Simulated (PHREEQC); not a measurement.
# Ultrapure water in contact with air or piping (model solution)

Synthetic water in mg/L, 25 °C, pH 6.05, pe 11.8: Na 0.103; K 7.94e-06; Ca 0.139; Mg 0.0376; Cl 0.0792; S(6) as SO4 0.384; Alkalinity as HCO3 0.292; O(0) (dissolved oxygen) 8.41e-05; Pb 0.002; Li 3.67e-05; Cu(2) 0.00269; Cd 0.000529.

Valence states are taken as typed.

Equilibrium calculation in PHREEQC: ion-association model, phreeqc.dat.

| Quantity | Result |
|---|---|
| ionic strength | 2.48e-5 mol/kgw |
| charge-balance error | -1.2 % |

```
species  molality  activity   log γ
-------  --------  --------  ------
CO2       1.13e-5   1.13e-5   0.000
HCO3-     5.67e-6   5.63e-6  -0.003
Na+       4.48e-6   4.45e-6  -0.003
SO4-2     3.99e-6   3.90e-6  -0.010
Ca+2      3.46e-6   3.39e-6  -0.010
Cl-       2.23e-6   2.22e-6  -0.003
Mg+2      1.55e-6   1.51e-6  -0.010
H+        8.96e-7   8.91e-7  -0.003
Cu+2      4.06e-8   3.97e-8  -0.010
OH-       1.14e-8   1.14e-8  -0.003
Pb+2      9.34e-9   9.13e-9  -0.010
Li+       5.29e-9   5.26e-9  -0.003
```

Precipitation was switched off in this run.
